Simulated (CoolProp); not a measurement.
Computed with CoolProp (reference Helmholtz-energy equation of state, Lemmon 2006). It is a short technical equation, of lower accuracy than the large ones.

Task: For toluene, give the phase and the cp (kJ/(kg K)), Joule-Thomson coefficient (K/MPa), conductivity (mW/(m K)) at 303.15 °C and 1.05 bar; 303.15 °C and 206 bar.

Result: 
- 303.15 °C and 1.05 bar: gas; cp 2.08, Joule-Thomson coefficient 8.12, conductivity 38.4
- 303.15 °C and 206 bar: liquid; cp 2.56, Joule-Thomson coefficient -0.00441, conductivity 89.8

Thermal conductivity comes from a separate model (Assael 2012).
